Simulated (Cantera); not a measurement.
## Thermodynamics of silicon carbide growth, feed Si(CH3)4 + CH4 + H2 + HCl

Charge: 1 mol Si(CH3)4, 0.63 mol CH4, 20 mol H2, 0.92 mol HCl, equilibrated at 1.10 mbar.

These are equilibrium values from Cantera (NASA tables, ideal gas, pure condensed phases), not measurements of a reactor. Candidate condensed phases: C, C6H6, C7H8, C8H18, Si, SiC; 109 gas species. The tables' values for SiCl are old estimates; treat these amounts as uncertain. Gases not in the tables: Si2H6 and higher silanes. Equilibrium is a limit: real reactors are often held back by kinetics, nucleation or transport.

```tsv
T (°C)	x H2	x H	x HCl	x Si	x Cl	n C(graphite)	n SiC(s)
727	0.967	6.73e-8	0.0326	<1e-12	2.11e-9	3.63	1.000
927	0.967	5.85e-6	0.0326	2.13e-12	1.71e-7	3.63	1.000
1127	0.967	0.000144	0.0326	3.59e-9	4.00e-6	3.63	1.000
1327	0.966	0.00161	0.0325	9.32e-7	4.29e-5	3.63	0.999
1527	0.957	0.0106	0.0320	6.95e-5	0.000271	3.62	0.995
1727	0.918	0.0470	0.0303	0.00217	0.00115	3.66	0.924
1927	0.788	0.151	0.0251	0.0261	0.00349	4.31	0
2127	0.578	0.365	0.0176	0.0229	0.00792	4.00	0
2327	0.307	0.641	0.00856	0.0170	0.0125	3.30	0
```
x: gas mole fraction; n: condensed amount in mol.

From 727 °C to 1727 °C the condensed part is C(graphite) + SiC(s). From 1927 °C to 2327 °C the condensed part is C(graphite). The main Si-bearing gas is SiCl4 at 727 °C and Si at 2327 °C.
